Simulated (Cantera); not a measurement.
# Adiabatic ignition

An adiabatic, constant-volume homogeneous reactor starts with 15.6 % CO, 0.796 % H2, 4.99 % CH4, 16.5 % O2, 62.1 % N2, equivalence ratio 1.1, at 1098 K and 0.799 atm.

Detailed kinetics in Cantera: GRI-Mech 3.0 (53 species, 325 reactions).

```csv
t (s),T (K),P (bar),x CO,x H2,x CH4,x O2,x H,x NO2,x CH3
3.00e-6,1098,0.810,0.156,0.00796,0.0499,0.165,6.36e-11,<1e-12,3.93e-10
1.01e-5,1098,0.810,0.156,0.00796,0.0499,0.165,2.53e-10,<1e-12,2.69e-9
3.37e-5,1098,0.810,0.156,0.00796,0.0499,0.165,4.20e-10,<1e-12,1.36e-8
0.000113,1098,0.810,0.156,0.00796,0.0499,0.165,7.24e-10,<1e-12,5.60e-8
0.000378,1098,0.810,0.156,0.00796,0.0499,0.165,2.14e-9,<1e-12,2.59e-7
0.00127,1098,0.810,0.156,0.00795,0.0499,0.165,1.71e-8,<1e-12,2.36e-6
0.00424,1099,0.811,0.156,0.00794,0.0498,0.165,1.73e-7,<1e-12,1.97e-5
0.0142,1109,0.818,0.156,0.00790,0.0489,0.165,2.94e-7,<1e-12,2.66e-5
0.0476,2800,2.02,0.0889,0.00947,<1e-12,0.0218,0.00565,3.27e-6,<1e-12
0.160,2800,2.02,0.0889,0.00947,<1e-12,0.0218,0.00565,3.27e-6,<1e-12
0.535,2800,2.02,0.0889,0.00947,<1e-12,0.0218,0.00565,3.27e-6,<1e-12
1.79,2800,2.02,0.0889,0.00947,<1e-12,0.0218,0.00565,3.27e-6,<1e-12
6.00,2800,2.02,0.0889,0.00947,<1e-12,0.0218,0.00565,3.27e-6,<1e-12
```
x: mole fraction; the columns are a selection and need not sum to one.

The time of steepest temperature rise is 26.9 ms and the temperature at 6.00 s comes out as 2800 K. The equilibrium temperature is 2800 K. The x(CO) at 6.00 s comes out as 0.0889 (gas-phase equilibrium 0.0889) and the x(H2) at 6.00 s comes out as 0.00947 (gas-phase equilibrium 0.00947). The x(CH4) at 6.00 s comes out as <1e-12 (gas-phase equilibrium <1e-12).
